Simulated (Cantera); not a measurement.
Input: 1 mol LiOH, 0.061 mol H2O, equilibrated at 1800 K and 13.0 mbar.

Cantera equilibrium calculation (NASA polynomials, part measured and part estimated; ideal gas, pure solids and liquids). Candidate condensed phases: H2O, Li, LiH, LiOH, Li2O; 17 gas species. Equilibrium is a limit: real reactors are often held back by kinetics, nucleation or transport.

Base state: LiOH 0.850, H2O 0.0957, Li2O 0.0319, Li 0.0159, O2 0.00400, OH 0.000742, H2 0.000715, Li2(OH)2 0.000441 (mole fractions); condensed: gas only.

Task: What changes in the equilibrium state with this change: pressure from 13.0 mbar to 3.90 mbar?

Result: 
| species | before | after |
|---|---|---|
| LiOH | 0.850 | 0.829 |
| H2O | 0.0957 | 0.0996 |
| Li | 0.0159 | 0.0316 |
| Li2O | 0.0319 | 0.0291 |
| Li2(OH)2 | 0.000441 | 0.000126 |
| O | 6.75e-5 | 0.000173 |

Task: What changes in the equilibrium state with this change: H2O from 0.061 to 1.8 mol?

Result: 
```json
[
 {"species": "H2O", "before": "0.0957", "after": "0.635"},
 {"species": "LiOH", "before": "0.850", "after": "0.351"},
 {"species": "H2", "before": "0.000715", "after": "0.00548"},
 {"species": "Li2O", "before": "0.0319", "after": "0.000817"},
 {"species": "Li", "before": "0.0159", "after": "0.00273"},
 {"species": "Li2O2", "before": "7.32e-5", "after": "1.62e-6"},
 {"species": "LiO", "before": "0.000382", "after": "5.69e-5"}
]
```
